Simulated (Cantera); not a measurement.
A Cantera script and what it prints.

```python
import numpy as np
import cantera as ct

gas_names = [...]  # 95 gases of nasa_gas.yaml made of C, F, H
cond_names = """
    C(gr) C6H6(L) C7H8(L) C8H18(L),n-octa
""".split()


# ... load() reads the species with a 1 bar reference pressure and builds the phases ...
atoms = {
    'CH2F2': {'C': 1, 'H': 2, 'F': 2},
    'H2': {'H': 2},
}
top_T = {'C(gr)': 4500}  # K; cautious upper limits of use, not melting points


# ... equilibrate(T, P, feed) seeds the gas with the atoms and calls Mixture.equilibrate('TP', solver="vcs", rtol=1e-11, max_steps=5000) ...
results = []
feed = {'CH2F2': 1, 'H2': 1.6}  # mol
T = 3273.15  # K
P = 1100  # Pa
mix = equilibrate(T, P, feed)
results.append((T, P, feed, dict(zip(mix.species_names, mix.species_moles))))
print(gas.report(threshold=1e-05))
for i in range(1, mix.n_phases):
    print(f"{mix.phase(i).name:16s} {mix.phase_moles(i):12.5e} mol")
```

It prints:

```
       temperature   3273.2 K
          pressure   1100 Pa
           density   0.00038638 kg/m^3
  mean mol. weight   9.5593 kg/kmol
   phase of matter   gas

                          1 kg             1 kmol
                     ---------------   ---------------
          enthalpy        1.9318e+07        1.8467e+08  J
   internal energy        1.6471e+07        1.5745e+08  J
           entropy             26318        2.5158e+05  J/K
    Gibbs function       -6.6824e+07       -6.3879e+08  J
 heat capacity c_p            2917.7             27891  J/K
 heat capacity c_v              2048             19577  J/K

                      mass frac. Y      mole frac. X     chem. pot. / RT
                     ---------------   ---------------   ---------------
                 C          0.028598          0.022761           -4.6993
                CF          0.015477         0.0047711           -32.189
               CF2        0.00013386        2.5587e-05           -59.678
                CH        0.00016357        0.00012011           -19.312
                C2           0.02283         0.0090848           -9.3986
               C2H         0.0094871         0.0036232           -24.011
    C2H2,acetylene         0.0020925        0.00076821           -38.624
                C3           0.14607           0.03875           -14.098
                C4        0.00061794        0.00012295           -18.797
                C5         0.0019887        0.00031655           -23.496
                 F           0.10702          0.053848            -27.49
                 H          0.057977           0.54982           -14.612
                HF           0.60141           0.28736           -42.102
                H2          0.006032          0.028602           -29.225
     [  +81 minor]        0.00010639        2.5872e-05

C(gr)             0.00000e+00 mol
```

Equilibrium computed with Cantera from the NASA thermochemical tables; the gas is ideal and each condensed phase is pure.
